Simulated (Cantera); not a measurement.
A freely propagating, adiabatic, planar premixed flame of H₂ : O₂ : N₂ : H₂O = 1 : 0.172 : 0.648 : 0.048 (molar parts), equivalence ratio 2.9, unburnt at 398 K and 1.10 bar; mixture-averaged transport, grid criteria slope 0.08 and curve 0.16, no radiation.

Detailed kinetics in Cantera: the H2/O2 subset of GRI-Mech 3.0, which has no nitrogen chemistry. Burning velocities carry a grid error of a few per cent, more on coarse grids.

x: mole fraction of selected species; z is measured from the peak of heat release.

| z (mm) | T (K) | u (m/s) | x H₂ | x O₂ | x H₂O | x H | x H₂O₂ | x OH |
|---|---|---|---|---|---|---|---|---|
| -1.06 | 398 | 3.50 | 0.535 | 0.0921 | 0.0257 | <1e-8 | <1e-8 | <1e-8 |
| -0.709 | 398 | 3.50 | 0.535 | 0.0921 | 0.0257 | <1e-8 | <1e-8 | <1e-8 |
| -0.532 | 398 | 3.50 | 0.535 | 0.0921 | 0.0257 | <1e-8 | <1e-8 | <1e-8 |
| -0.354 | 399 | 3.50 | 0.535 | 0.0921 | 0.0257 | <1e-8 | 1.92e-8 | <1e-8 |
| -0.177 | 442 | 3.84 | 0.528 | 0.0927 | 0.0273 | 2.83e-5 | 1.60e-5 | 2.36e-5 |
| -0.0886 | 691 | 5.84 | 0.501 | 0.0863 | 0.0485 | 0.00284 | 4.17e-5 | 0.000428 |
| 0 | 1033 | 8.53 | 0.449 | 0.0649 | 0.0989 | 0.0173 | 6.41e-6 | 0.000537 |
| 0.0886 | 1280 | 10.5 | 0.394 | 0.0318 | 0.164 | 0.0376 | 6.24e-7 | 0.000928 |
| 0.177 | 1409 | 11.5 | 0.364 | 0.0105 | 0.204 | 0.0476 | 2.65e-7 | 0.000960 |
| 0.354 | 1510 | 12.3 | 0.355 | 0.000973 | 0.223 | 0.0459 | 1.23e-7 | 0.000891 |
| 0.709 | 1594 | 12.9 | 0.361 | 4.28e-5 | 0.226 | 0.0358 | 8.34e-8 | 0.000861 |
| 1.42 | 1669 | 13.5 | 0.369 | (withheld) | 0.228 | (withheld) | (withheld) | (withheld) |
| 2.84 | 1729 | 13.9 | 0.375 | 5.34e-6 | 0.229 | 0.0163 | 2.41e-8 | 0.000553 |

Task: What belongs in the gaps?

Result: 
- 1.42, x O₂: 1.16e-5
- 1.42, x H: 0.0252
- 1.42, x H₂O₂: 4.95e-8
- 1.42, x OH: 0.000739
